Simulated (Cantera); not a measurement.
An adiabatic, constant-volume homogeneous reactor starts with CH4 : O2 : N2 = 1 : 3.77 : 14.2 (molar parts), equivalence ratio 0.53, at 1125 K and 3.30 bar.

Computed with Cantera and GRI-Mech 3.0 (53 species, 325 reactions).

### Question
Predict: time of steepest temperature rise; temperature at 1.00 s; equilibrium temperature; x(O2) at 1.00 s; x(CO) at 1.00 s; x(NO) at 1.00 s.

### Answer
* **time of steepest temperature rise**: 30.5 ms
* **temperature at 1.00 s**: 2435 K
* **equilibrium temperature**: 2435 K
* **x(O2) at 1.00 s**: 0.0858 (gas-phase equilibrium 0.0858)
* **x(CO) at 1.00 s**: 0.00169 (gas-phase equilibrium 0.00169)
* **x(NO) at 1.00 s**: 0.0127 (gas-phase equilibrium 0.0127)
